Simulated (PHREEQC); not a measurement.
2.3 g of hydrous ferric oxide (600 m²/g; 0.2 weak and 0.005 strong sites per Fe, Dzombak-Morel constants, diffuse double layer) in 1 kg of water with 0.01 mol/kgw of an inert sodium salt, at 25 °C; the pH is set by adding NaOH or the inert anion's acid. Oxygen alone is held at its pressure in air (log pO2 = -0.68). CO2 from the air is kept out. Nothing may precipitate in this run.

All values are PHREEQC results (ion-association model, wateq4f.dat), not measurements.

| pH | surface charge σ (C/m²) | surface potential ψ (mV) |
|---|---|---|
| 3 | 0.330 | 199 |
| 3.5 | 0.283 | 194 |
| 4 | 0.223 | 183 |
| 4.5 | 0.165 | 169 |
| 5 | 0.116 | 151 |
| 5.5 | 0.078 | 132 |
| 6 | 0.050 | 110 |
| 6.5 | 0.031 | 86 |
| 7.5 | 0.008 | 34 |
| 8 | 0.001 | 6 |
| 8.5 | -0.005 | -22 |
| 9 | -0.013 | -49 |
| 9.5 | -0.024 | -75 |
| 10 | -0.041 | -100 |
| 10.5 | -0.065 | -122 |
| 11 | -0.101 | -142 |

Species that the database lacks are ignored. The oxide is taken as insoluble; below pH 4 it would dissolve.
